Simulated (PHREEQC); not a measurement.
A solution holds 0.012 mol/kgw Al2(SO4)3, 6.6e-05 mol/kgw CaCl2, 0.00019 mol/kgw HCl and 0.00022 mol/kgw NaCl, at 25 °C. Closed to the air; pH follows from the charge balance.

Model: ion-association model, phreeqc.dat, run in PHREEQC.

No solid was allowed to form.

Problem. Order these S species by the share of S that they hold, largest first: AlSO4+, SO4-2, HSO4-, Al(SO4)2-.

Solution. AlSO4+ (48 %), SO4-2 (34 %), Al(SO4)2- (17 %), HSO4- (0.30 %)

The pH is 3.79 and the ionic strength 0.0507 mol/kgw. Examples of supersaturated solids here: Gibbsite (slow to form). Others may be too.
